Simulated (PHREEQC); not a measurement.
Solution (25 °C): 35 mmol/kgw CuCl2, 22 mmol/kgw HCl and 2.1 mmol/kgw Zn(NO3)2. Closed to the air; pH follows from the charge balance.

All values are PHREEQC results (ion-association model, phreeqc.dat), not measurements.

Each row changes one thing in this solution. This is a speciation only: nothing precipitates in the calculation.

| case | pH | ionic strength (mol/kgw) | Cl- (mol/kgw) |
|---|---|---|---|
| as made | 1.75 | 0.127 | 0.0888 |
| diluted 5-fold with water | 2.41 | 0.0263 | 0.0182 |
| HCl left out | 4.48 | 0.106 | 0.0674 |
| diluted 100-fold with water | 3.67 | 0.00133 | 0.000919 |
| Zn(NO3)2 replaced by Mn(NO3)2 at the same molality | 1.75 | 0.127 | 0.0887 |
| CuCl2 left out | 1.72 | 0.0282 | 0.0219 |
| temperature from 25 to 60 °C | 1.75 | ___ | ___ |
| 0.0025 mol/kgw BaCl2 added | 1.75 | 0.134 | 0.0937 |

**Question.** Complete the blanks.

**Answer.** 
- temperature from 25 to 60 °C, ionic strength (mol/kgw): 0.113
- temperature from 25 to 60 °C, Cl- (mol/kgw): 0.0815

Away from 25 °C the constants follow the database's enthalpies or fits; those with neither stay at their 25 °C values.
